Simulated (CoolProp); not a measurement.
Dimethyl ether along the isotherm 414.4 K: density (kg/m³) from the reference equation and from simpler models built on Tc = 400.4 K, pc = 5337 kPa, ω = 0.196; each cubic takes its own stable root.

Computed with CoolProp (reference Helmholtz-energy equation of state, Wu 2011).

```csv
p (kPa),phase,reference
158,gas,2.133
281,gas,3.822
500,gas,6.896
889,gas,12.58
1580,gas,23.47
2810,gas,46.28
5000,gas,110.3
8890,supercritical,415.5
15800,supercritical,496.6
28100,supercritical,552.7
50000,supercritical,605.6
```

Question: How far does each simpler model (ideal gas, van der Waals, Soave-Redlich-Kwong) lie from the reference over these 11 states: mean and median of the absolute difference, and the worst?

Answer: 
- ideal gas: mean 22.8 %, median 10.4 %, worst -71.4 % at 414.4 K and 8890 kPa
- van der Waals: mean 10.7 %, median 2.6 %, worst -27.1 % at 414.4 K and 50000 kPa
- Soave-Redlich-Kwong: mean 4.4 %, median 1.0 %, worst -16.8 % at 414.4 K and 8890 kPa
